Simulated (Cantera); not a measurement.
A Cantera script and what it prints.

```python
import numpy as np
import cantera as ct

gas_names = """
    CL CL2 H HCL H2 Si SiCL SiCL2 SiCL3 SiCL4 SiH SiHCL3 SiH2 SiH2CL2 SiH3 SiH3CL SiH4 Si2 Si3
""".split()
cond_names = """
    Si(cr) Si(L)
""".split()


# ... load() reads the species with a 1 bar reference pressure and builds the phases ...
atoms = {
    'Si': {'Si': 1},
    'HCl': {'H': 1, 'CL': 1},
    'H2': {'H': 2},
    'Cl2': {'CL': 2},
}
top_T = {}  # K; cautious upper limits of use, not melting points


# ... equilibrate(T, P, feed) seeds the gas with the atoms and calls Mixture.equilibrate('TP', solver="vcs", rtol=1e-11, max_steps=5000) ...
results = []
feed = {'Si': 1, 'HCl': 4, 'H2': 36, 'Cl2': 2}  # mol
P = 10000  # Pa
for T in [1075, 1125, 1175, 1225, 1275, 1325, 1375, 1425, 1475, 1525, 1575]:
    mix = equilibrate(T, P, feed)
    results.append((T, P, feed, dict(zip(mix.species_names, mix.species_moles))))
    x = sorted(zip(gas.X, gas.species_names), reverse=True)
    print(f"T = {T:g} K  P = {P:g} Pa  gas = {mix.phase_moles(0):.4g} mol")
    print("   x: " + "  ".join(f"{s} {v:.3e}" for v, s in x if v > 0.0001))
    print("   condensed (mol): " + ("  ".join(f"{mix.phase(i).name} {mix.phase_moles(i):.4g}"
          for i in range(1, mix.n_phases) if mix.phase_moles(i) > 1e-12) or "none"))
```

Result:

```
T = 1075 K  P = 10000 Pa  gas = 41.01 mol
   x: H2 8.752e-01  HCL 1.004e-01  SiCL4 2.160e-02  SiHCL3 2.338e-03  SiCL3 3.369e-04
   condensed (mol): none
T = 1125 K  P = 10000 Pa  gas = 41.03 mol
   x: H2 8.736e-01  HCL 1.020e-01  SiCL4 2.024e-02  SiHCL3 3.011e-03  SiCL3 7.374e-04  SiCL2 3.306e-04
   condensed (mol): none
T = 1175 K  P = 10000 Pa  gas = 41.07 mol
   x: H2 8.709e-01  HCL 1.047e-01  SiCL4 1.819e-02  SiHCL3 3.567e-03  SiCL3 1.419e-03  SiCL2 1.083e-03
   condensed (mol): none
T = 1225 K  P = 10000 Pa  gas = 41.17 mol
   x: H2 8.665e-01  HCL 1.092e-01  SiCL4 1.521e-02  SiHCL3 3.765e-03  SiCL2 2.848e-03  SiCL3 2.341e-03  SiH2CL2 1.244e-04
   condensed (mol): none
T = 1275 K  P = 10000 Pa  gas = 41.31 mol
   x: H2 8.602e-01  HCL 1.156e-01  SiCL4 1.147e-02  SiCL2 5.920e-03  SiHCL3 3.443e-03  SiCL3 3.230e-03  SiH2CL2 1.433e-04
   condensed (mol): none
T = 1325 K  P = 10000 Pa  gas = 41.49 mol
   x: H2 8.530e-01  HCL 1.229e-01  SiCL2 9.875e-03  SiCL4 7.644e-03  SiCL3 3.728e-03  SiHCL3 2.716e-03  SiH2CL2 1.385e-04
   condensed (mol): none
T = 1375 K  P = 10000 Pa  gas = 41.65 mol
   x: H2 8.466e-01  HCL 1.294e-01  SiCL2 1.379e-02  SiCL4 4.527e-03  SiCL3 3.686e-03  SiHCL3 1.889e-03  SiH2CL2 1.168e-04
   condensed (mol): none
T = 1425 K  P = 10000 Pa  gas = 41.78 mol
   x: H2 8.418e-01  HCL 1.343e-01  SiCL2 1.694e-02  SiCL3 3.249e-03  SiCL4 2.451e-03  SiHCL3 1.202e-03
   condensed (mol): none
T = 1475 K  P = 10000 Pa  gas = 41.86 mol
   x: H2 8.387e-01  HCL 1.374e-01  SiCL2 1.916e-02  SiCL3 2.667e-03  SiCL4 1.263e-03  SiHCL3 7.297e-04
   condensed (mol): none
T = 1525 K  P = 10000 Pa  gas = 41.91 mol
   x: H2 8.367e-01  HCL 1.393e-01  SiCL2 2.062e-02  SiCL3 2.112e-03  SiCL4 6.426e-04  SiHCL3 4.362e-04
   condensed (mol): none
T = 1575 K  P = 10000 Pa  gas = 41.94 mol
   x: H2 8.355e-01  HCL 1.405e-01  SiCL2 2.156e-02  SiCL3 1.650e-03  SiCL4 3.303e-04  SiHCL3 2.621e-04  H 1.201e-04
   condensed (mol): none
```

Method: chemical equilibrium by Gibbs-energy minimisation in Cantera with the NASA 1993 tables (ideal gas, pure condensed phases). The tables' values for SiCl3 are old estimates; treat these amounts as uncertain.
